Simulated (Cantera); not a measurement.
Input: 1 mol FeS2, 2.6 mol SO2, 2.3 mol N2, equilibrated at 775 K and 10.0 Torr.

Equilibrium computed with Cantera from the NASA thermochemical tables; the gas is ideal and each condensed phase is pure. Candidate condensed phases: Fe, FeO, FeS, FeSO4, FeS2, Fe2O3, Fe2(SO4)3, Fe3O4, S; 19 gas species. Gases not in the tables: S3 to S7. Kinetics and transport are ignored.

Base state: SO2 0.526, N2 0.468, S2 0.00505, S2O 0.000312 (mole fractions); condensed: FeS2(s) + Fe3O4(s).

Problem. What changes in the equilibrium state with this change: temperature from 775 K to 1548 K?

Solution. 
| species | before | after |
|---|---|---|
| N2 | 0.468 | 0.406 |
| SO2 | 0.526 | 0.362 |
| S2 | 0.00505 | 0.215 |
| SO | 5.36e-7 | 0.0140 |
| S | <1e-9 | 0.000280 |
| S2O | 0.000312 | 0.00319 |
| FeS2(s), mol | 0.981 | 0 |
| Fe3O4(s), mol | 0.00649 | 0 |
| FeO(s), mol | 0 | 1.000 |
The tables' stoichiometric FeO is somewhat more stable than real wüstite, so its field is too wide. FeO: taken at fixed stoichiometry.
